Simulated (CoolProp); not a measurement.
The fluid at 309.39 K and 1.88 MPa flows at 0.1 m/s in a round tube of 1 mm bore and 15 µm roughness, fully developed (64/Re and Nu = 3.66 if laminar; Colebrook and Gnielinski if turbulent). The same conditions are run with several fluids, on thermodynamics alone (safety and materials aside).

Model: reference Helmholtz-energy equation of state of each fluid (sulfur hexafluoride: Guder 2009; dry air: Lemmon 2000; R13: Platzer 1990; ethane: Bücker 2006; methane: Setzmann 1991), in CoolProp. The equations of Platzer and Polt are older, rougher fits. Blends and air are pseudo-pure fits.

Problem. Rank sulfur hexafluoride, dry air, R13, ethane, methane by Reynolds number, highest first.

Solution. sulfur hexafluoride (818), R13 (590), ethane (249), dry air (110), methane (102)

```
fluid                Darcy friction factor  pressure drop (Pa/m)  heat-transfer coefficient (W/(m² K))  mass flow (kg/h)
-------------------  ---------------------  --------------------  ------------------------------------  ----------------
sulfur hexafluoride                 0.0783                  53.7                                  57.7            0.0388
dry air                              0.580                  61.6                                   101           0.00601
R13                                  0.109                  49.9                                  53.8            0.0260
ethane                               0.257                  32.8                                  89.6           0.00721
methane                              0.627                  37.8                                   135           0.00341
```

Transport values come from each fluid's own correlations; those of R13 are estimates that may be off by 10 % or more.
